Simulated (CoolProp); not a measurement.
Vapour-liquid equilibrium of hydrogen chloride (1) + ethane (2) at -6.95 °C; x and y are mole fractions of (1).

The numbers come from the multi-fluid Helmholtz-energy mixture model, Thol 2018 and Bücker 2006; pair parameters Bell 2016 in CoolProp.

### Question
Give the bubble pressure and the first vapour's composition at x = 0.35, 0.5, 0.65. Is there an azeotrope?

### Answer
x = 0.35: 2633 kPa, y = 0.413; x = 0.5: 2709 kPa, y = 0.519; x = 0.65: 2696 kPa, y = 0.616. y crosses x between x = 0.5 and 0.65: the model has an azeotrope there.

Pair parameters are fitted to limited data, so mixtures are less certain than the pure fluids.
